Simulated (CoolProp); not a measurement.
Vapour-liquid equilibrium of dimethyl ether (1) + chloromethane (R40) (2) at 312.7 K; x and y are mole fractions of (1).

The numbers come from the multi-fluid Helmholtz-energy mixture model, Wu 2011 and Thol 2014; pair parameters Bell 2016 in CoolProp.

| x | bubble pressure (MPa) | y at the bubble point | dew pressure at overall composition x (MPa) | liquid density (mol/L) |
|---|---|---|---|---|
| 0.05 | 0.8563 | 0.044 | 0.8556 | 17.26 |
| 0.2 | 0.8406 | 0.187 | 0.8396 | 16.67 |
| 0.35 | 0.8315 | 0.342 | 0.8312 | 16.11 |
| 0.5 | 0.8297 | 0.503 | 0.8296 | 15.56 |
| 0.65 | 0.8358 | 0.664 | 0.8349 | 15.03 |
| 0.8 | 0.8497 | 0.817 | 0.8476 | 14.51 |
| 0.95 | 0.8709 | 0.957 | 0.8695 | 14.00 |

y crosses x between x = 0.35 and 0.5: the model has an azeotrope there.

Pair parameters are fitted to limited data, so mixtures are less certain than the pure fluids.
